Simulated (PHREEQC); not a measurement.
## Leach liquor: speciation

Consider water at 83 °C with 0.041 mol H2SO4, 0.00039 mol FeSO4 and 0.037 mol MnSO4 per kg of water. Closed to the air; pH follows from the charge balance.

Computed with PHREEQC (ion-association model, phreeqc.dat).

No solid was allowed to form.

Q: What pH, ionic strength does the model give?

A: pH 1.63; ionic strength 0.112 mol/kgw.

Q: In which forms is S present?

A: HSO4- 67 %, MnSO4 17 %, SO4-2 15 % of the S.

Constants without temperature data keep their 25 °C values here.
